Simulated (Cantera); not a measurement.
# N2O furnace oxynitridation

An isothermal, constant-pressure homogeneous reactor starts with 16.4 % N2O, 0.106 % H2, 83.5 % N2, at 1448 K and 1130 Torr.

Model: GRI-Mech 3.0 (53 species, 325 reactions), integrated in Cantera. GRI-Mech 3.0 was tuned for natural gas; its chemistry of N2O as a main component is partial and can be far from experiment. The temperature is held fixed by assumption; the heat of reaction is taken as removed at once.

```
t (s)        x N2O      x H2     x NO2      x NO      x O2
--------  --------  --------  --------  --------  --------
8.00e-5      0.163  0.000907   2.42e-7   9.39e-5  0.000161
0.000178     0.162  0.000604   1.88e-6  0.000229  0.000415
0.000398     0.160  0.000245   7.97e-6  0.000518   0.00101
0.000887     0.156   5.52e-5   2.24e-5   0.00115   0.00230
0.00198      0.149   4.81e-6   4.22e-5   0.00253   0.00503
0.00441      0.134   1.51e-7   7.21e-5   0.00529    0.0105
0.00983      0.107   1.04e-7  0.000118    0.0101    0.0206
0.0219      0.0673   8.61e-8  0.000176    0.0165    0.0356
0.0488      0.0280   5.54e-8  0.000218    0.0217    0.0512
0.109      0.00587   2.03e-8  0.000213    0.0234    0.0606
0.243     0.000307   4.59e-9  0.000135    0.0236    0.0632
0.541      7.81e-7   2.96e-9  0.000100    0.0236    0.0633
1.21       2.27e-7   2.96e-9   9.99e-5    0.0236    0.0633
2.69       2.27e-7   2.96e-9   9.98e-5    0.0236    0.0633
6.00       2.27e-7   2.96e-9   9.97e-5    0.0236    0.0634
```
x: mole fraction; the columns are a selection and need not sum to one.

Equilibrium at this temperature and pressure: N2O 5.05e-8, H2 2.72e-9, NO2 2.81e-6, NO 0.000611, O2 0.0749 (gas phase only).
